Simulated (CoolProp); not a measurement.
R13 along the isobar 22.6 bar: Z from the reference equation and from simpler models built on Tc = 29.9 °C, pc = 39.73 bar, ω = 0.175; each cubic takes its own stable root.

Model: reference Helmholtz-energy equation of state, Platzer 1990, in CoolProp. This equation is an older, rougher fit.

```tsv
T (°C)	phase	reference
23.15	gas	0.7415
27.55	gas	0.7589
32.05	gas	0.7747
36.45	gas	0.7886
40.85	gas	0.8012
45.25	gas	0.8126
49.75	gas	0.8234
54.15	gas	0.8330
58.55	gas	0.8420
62.95	gas	0.8502
67.35	gas	0.8579
71.85	gas	0.8652
76.25	gas	0.8719
```

**Question.** How far does each simpler model (Pitzer virial, van der Waals, Redlich-Kwong, Soave-Redlich-Kwong, Peng-Robinson) lie from the reference over these 13 states: mean and median of the absolute difference, and the worst?

**Answer.** 
- Pitzer virial: mean 2.7 %, median 2.2 %, worst +6.4 % at 23.15 °C and 22.6 bar
- van der Waals: mean 1.8 %, median 1.2 %, worst +5.4 % at 23.15 °C and 22.6 bar
- Redlich-Kwong: mean 0.6 %, median 0.6 %, worst +1.3 % at 23.15 °C and 22.6 bar
- Soave-Redlich-Kwong: mean 0.3 %, median 0.2 %, worst +0.9 % at 23.15 °C and 22.6 bar
- Peng-Robinson: mean 2.0 %, median 2.0 %, worst -2.1 % at 40.85 °C and 22.6 bar
